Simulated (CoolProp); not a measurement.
Vapour-liquid equilibrium of R143a (1) + n-butane (2) at 291 K; x and y are mole fractions of (1).

Computed with CoolProp (multi-fluid Helmholtz-energy mixture model, Lemmon and Jacobsen 2000 and Bücker 2006; pair parameters Bell 2016).

### Question
Give the bubble pressure and the first vapour's composition at x = 0.275, 0.575, 0.65. Is there an azeotrope?

### Answer
x = 0.275: 667.4 kPa, y = 0.730; x = 0.575: 845.8 kPa, y = 0.820; x = 0.65: 881.1 kPa, y = 0.841. No azeotrope shows between x = 0.05 and 0.95.

The pair parameters rest on a limited set of measurements; away from them the model extrapolates. With so large a gap from Raoult's law the liquid may split in two, which this calculation doesn't test in full.
